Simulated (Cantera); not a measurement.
Charge: 1 mol Si₃N₄, 0.54 mol N₂, held at 2898.15 K and 0.0100 bar.

Cantera equilibrium calculation (NASA polynomials, part measured and part estimated; ideal gas, pure solids and liquids). Candidate condensed phases: Si, Si₃N₄; 7 gas species. The tables' values for SiN are old estimates; treat these amounts as uncertain. Rates play no part.

Base state: Si 0.537, N₂ 0.459, SiN 0.00219, Si₂ 0.00205, Si₂N 0.000133, N 4.78e-5, Si₃ 2.70e-5 (mole fractions); condensed: gas only.

Question: What changes in the equilibrium state with this change: temperature from 2898.15 K to 2498 K?

Answer: 
```json
[
 {"species": "N₂", "before": "0.459", "after": "0.511"},
 {"species": "Si", "before": "0.537", "after": "0.468"},
 {"species": "Si₂", "before": "0.00205", "after": "0.0124"},
 {"species": "Si₃", "before": "2.70e-5", "after": "0.00215"},
 {"species": "N", "before": "4.78e-5", "after": "2.05e-6"},
 {"species": "Si(l), mol", "before": "0", "after": "0.490"}
]
```
